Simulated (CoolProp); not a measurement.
A closed Brayton cycle with dry air: compressor inlet 313.15 K and 4.1 MPa, high pressure 11.1 MPa, turbine inlet 750 K, compressor efficiency 0.85, turbine efficiency 0.85, recuperator effectiveness 0.8 (on enthalpy, no pinch check). Each further row changes one setting.

Computed with CoolProp (reference Helmholtz-energy equation of state, Lemmon 2000). It is a pseudo-pure fit of the blend.

```tsv
case	thermal efficiency (%)	net work (kJ/kg)	compressor to turbine work	compressor exit (K)	turbine exit (K)
as stated	?	40.4	0.75	435.4	599.8
turbine inlet 700 K	15.9	29.2	?	435.4	?
compressor inlet 323.15 K	?	36.2	?	449.1	599.8
high pressure 9.43 MPa	?	39.3	0.72	413.0	?
recuperator effectiveness 0.5	15.8	40.4	0.75	435.4	599.8
```

Task: Complete the blanks.

Result: 
- as stated, thermal efficiency (%): 19.9
- turbine inlet 700 K, compressor to turbine work: 0.81
- turbine inlet 700 K, turbine exit (K): 558.3
- compressor inlet 323.15 K, thermal efficiency (%): 18.1
- compressor inlet 323.15 K, compressor to turbine work: 0.78
- high pressure 9.43 MPa, thermal efficiency (%): 20.9
- high pressure 9.43 MPa, turbine exit (K): 622.1
